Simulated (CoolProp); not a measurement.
Vapour-liquid equilibrium of 1-butene (1) + n-perfluorobutane (2) at 319.6 K; x and y are mole fractions of (1).

Computed with CoolProp (multi-fluid Helmholtz-energy mixture model, Lemmon 2005 and Gao 2022; pair parameters Bell 2016).

| x | bubble pressure, mixture model (kPa) | bubble pressure, Raoult's law (kPa) | y, mixture model | y, Raoult's law |
|---|---|---|---|---|
| 0.05 | 560.8 | 506.5 | 0.128 | 0.054 |
| 0.125 | 647.5 | 509.4 | 0.283 | 0.133 |
| 0.2 | 725.1 | 512.3 | 0.395 | 0.212 |
| 0.275 | 785.0 | 515.2 | 0.473 | 0.290 |
| 0.35 | 824.7 | 518.1 | 0.524 | 0.367 |
| 0.425 | 846.7 | 521.0 | 0.558 | 0.443 |
| 0.5 | 856.3 | 523.9 | 0.578 | 0.518 |
| 0.575 | 858.7 | 526.8 | 0.589 | 0.593 |
| 0.65 | 858.3 | 529.7 | 0.595 | 0.667 |
| 0.725 | 856.5 | 532.6 | 0.599 | 0.739 |
| 0.8 | 848.6 | 535.5 | 0.610 | 0.812 |
| 0.875 | 815.1 | 538.4 | 0.647 | 0.883 |
| 0.95 | 705.1 | 541.3 | 0.765 | 0.953 |

The largest gap from Raoult's law is +63.4 % in bubble pressure, at x = 0.5. y crosses x between x = 0.575 and 0.65: the model has an azeotrope there.

Pair parameters are fitted to limited data, so mixtures are less certain than the pure fluids. With so large a gap from Raoult's law the liquid may split in two, which this calculation doesn't test in full.
